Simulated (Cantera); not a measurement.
A perfectly stirred reactor is fed with N2O : O2 = 1 : 0.061 (molar parts), at 1.30 bar; it is held at 1350 K, and followed from long to short residence time.

Cantera simulation using GRI-Mech 3.0 (53 species, 325 reactions); the numbers are that mechanism's predictions, not measurements. GRI-Mech 3.0 was tuned for natural gas; its chemistry of N2O as a main component is partial and can be far from experiment. The mechanism lacks the step 2 NO + O2 → 2 NO2, which can matter for NO2 below about 1400 K. The temperature is held fixed by assumption; the heat of reaction is taken as removed at once.

Problem. Predict: x(N2O) at τ = 0.890 s; x(O2) at τ = 0.890 s; x(NO) at τ = 0.890 s; x(N2) at τ = 0.890 s; x(NO2) at τ = 0.890 s; x(N2O) at τ = 40.0 ms; x(O2) at τ = 40.0 ms; x(NO) at τ = 40.0 ms; x(N2) at τ = 40.0 ms; x(NO2) at τ = 40.0 ms.

Solution. 
| Quantity | Value |
|---|---|
| x(N2O) at τ = 0.890 s | 0.100 |
| x(O2) at τ = 0.890 s | 0.300 |
| x(NO) at τ = 0.890 s | 0.0538 |
| x(N2) at τ = 0.890 s | 0.546 |
| x(NO2) at τ = 0.890 s | 0.000599 |
| x(N2O) at τ = 40.0 ms | 0.625 |
| x(O2) at τ = 40.0 ms | 0.142 |
| x(NO) at τ = 40.0 ms | 0.0340 |
| x(N2) at τ = 40.0 ms | 0.199 |
| x(NO2) at τ = 40.0 ms | 0.000360 |
